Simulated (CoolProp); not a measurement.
A simple Rankine cycle with n-heptane: condensing at 309.15 K, boiler at 1.08 MPa, turbine inlet 483.6 K, turbine efficiency 0.9, pump efficiency 0.8, no recuperator. Each further row changes one setting.

Computed with CoolProp (reference Helmholtz-energy equation of state, Span 2003). It is a short technical equation, of lower accuracy than the large ones.

```json
[
 {"case": "as stated", "thermal efficiency (%)": "20.6", "net work (kJ/kg)": "140", "heat in (kJ/kg)": "681", "turbine exit temperature (K)": "[?]", "volume ratio over the turbine": "119"},
 {"case": "turbine inlet 503.6 K", "thermal efficiency (%)": "20.2", "net work (kJ/kg)": "149", "heat in (kJ/kg)": "737", "turbine exit temperature (K)": "426.2", "volume ratio over the turbine": "113"},
 {"case": "condensing temperature 301.15 K", "thermal efficiency (%)": "21.6", "net work (kJ/kg)": "[?]", "heat in (kJ/kg)": "699", "turbine exit temperature (K)": "399.1", "volume ratio over the turbine": "171"},
 {"case": "boiler pressure 0.756 MPa", "thermal efficiency (%)": "19.3", "net work (kJ/kg)": "[?]", "heat in (kJ/kg)": "696", "turbine exit temperature (K)": "414.2", "volume ratio over the turbine": "75.3"},
 {"case": "turbine efficiency 0.8", "thermal efficiency (%)": "[?]", "net work (kJ/kg)": "124", "heat in (kJ/kg)": "681", "turbine exit temperature (K)": "411.8", "volume ratio over the turbine": "[?]"}
]
```

Some entries are withheld; supply them.


- as stated, turbine exit temperature (K): 404.4
- condensing temperature 301.15 K, net work (kJ/kg): 151
- boiler pressure 0.756 MPa, net work (kJ/kg): 135
- turbine efficiency 0.8, thermal efficiency (%): 18.3
- turbine efficiency 0.8, volume ratio over the turbine: 121
